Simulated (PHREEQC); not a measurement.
# Leach liquor: an equilibrium model

Dissolve 110 mmol/kgw H2SO4, 120 mmol/kgw ZnSO4 and 4.8 mmol/kgw MgSO4 at 47 °C. Closed to the air; pH follows from the charge balance.

The numbers come from PHREEQC with the ion-association model, phreeqc.dat.

No solid was allowed to form.

Task: Estimate the pH, activity of water, ionic strength.

Result: pH 1.18; activity of water 0.993; ionic strength 0.360 mol/kgw.

Task: In which forms is Mg present?

Result: Mg+2 51 %, MgSO4 49 % of the Mg.

Constants without temperature data keep their 25 °C values here.
